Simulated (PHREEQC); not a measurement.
Consider water at 17 °C and 500 atm with 0.011 mol/kgw Cu(BF4)2, 1.26e-05 mol/kgw HCl and 0.0114 mol/kgw Na2SO4. Closed to the air; pH follows from the charge balance.

Model: ion-association model, phreeqc.dat, run in PHREEQC.

This is a speciation only: nothing precipitates in the calculation.

Q: Order these S species by the share of S that they hold, largest first: CuSO4, HSO4-, NaSO4-, SO4-2.

A: SO4-2 (76 %), CuSO4 (17 %), NaSO4- (3.5 %), HSO4- (3.0 %)

The pH is 2.81 and the ionic strength 0.0597 mol/kgw. Under pressure, the constants of complexes without a molar volume in the database are unreliable. Real BF4- forms and hydrolyses slowly; the run takes it at equilibrium.
